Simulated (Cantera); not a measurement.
**Equilibrium for tantalum, niobium, vanadium and zirconium in process gases: Nb + O2 + H2**

Input: 1 mol Nb, 0.018 mol O2, 170 mol H2, held at 0.133 bar.

These are equilibrium values from Cantera (NASA tables, ideal gas, pure condensed phases), not measurements of a reactor. Candidate condensed phases: H2O, Nb, NbO, NbO2, Nb2O5; 12 gas species. Mutual solubility and eutectic melting of coexisting phases are not modelled. NbO: taken at fixed stoichiometry. Condensed phases not in the tables: N, O or C dissolved in the metal. Kinetics and transport are ignored.

```tsv
T (K)	log p H2	log p H	log p H2O	log p NbO	log p OH	log p NbO2	log p O	log p Nb	n Nb(s)	n NbO(s)
1623	-0.88	-4.60	-4.66	-10.41	-9.77	-9.97	<-12	<-12	0.992	0.00842
1673	-0.88	-4.38	-4.55	-9.88	-9.37	-9.46	<-12	<-12	1.000	0
1723	-0.88	-4.18	-4.55	-9.48	-9.11	-9.20	-12.51	<-12	1.000	0
1773	-0.88	-3.98	-4.55	-9.11	-8.87	-8.95	-12.08	<-12	1.000	0
1823	-0.88	-3.80	-4.55	-8.76	-8.63	-8.72	-11.67	<-12	1.000	0
1873	-0.88	-3.63	-4.55	-8.42	-8.41	-8.50	-11.29	-12.54	1.000	0
1923	-0.88	-3.46	-4.55	-8.11	-8.20	-8.29	-10.92	-12.01	1.000	0
1973	-0.88	-3.31	-4.55	-7.81	-8.00	-8.09	-10.57	-11.51	1.000	0
2023	-0.88	-3.16	-4.55	-7.53	-7.82	-7.90	-10.24	-11.04	1.000	0
2073	-0.88	-3.02	-4.55	-7.26	-7.64	-7.72	-9.92	-10.58	1.000	0
2123	-0.88	-2.88	-4.55	-7.00	-7.47	-7.55	-9.62	-10.15	1.000	0
2173	-0.88	-2.76	-4.56	-6.76	-7.31	-7.39	-9.34	-9.74	1.000	0
2223	-0.88	-2.63	-4.56	-6.53	-7.15	-7.24	-9.06	-9.35	1.000	0
2273	-0.89	-2.52	-4.57	-6.31	-7.01	-7.10	-8.80	-8.97	0.999	0
```
log p: log10 of the partial pressure in bar; n: condensed amount in mol.

At 1623 K the condensed part is Nb(s) + NbO(s). From 1673 K to 2273 K the condensed part is Nb(s).
